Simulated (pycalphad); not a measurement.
CALPHAD calculation (pycalphad, COST 507 light-alloy database (1999)), 1 atm. These are 1990s assessments: newer ones move some temperatures and phases. Phase fractions are per mole of atoms.

Task: Give the equilibrium state of Sn-14.85Si (at.%) at 1060 K.

Result: LIQUID, fraction 0.857, with 0.61 Si at.%; DIAMOND_A4, fraction 0.143, with >99.99 Si at.%.

Task: Give the equilibrium state of Sn-14.85Si (at.%) at 500 K.

Result: 
```
T = 500.00 K, P = 101325 Pa, N = 1 mol of atoms
G = -24720 J/mol, H = 5610 J/mol, S = 60.66 J/(mol K)  (SER reference)
chemical potentials (J/mol): Sn -27180, Si -10615
phase             fraction      x(Sn)      x(Si)
BCT_A5              0.8515     1.0000       none
DIAMOND_A4          0.1485   1.89e-07     1.0000
```

DIAMOND_A4 is diamond (Si); BCT_A5 is bct (Sn). An entry "none" or "no" means that the model of the phase leaves that element out.
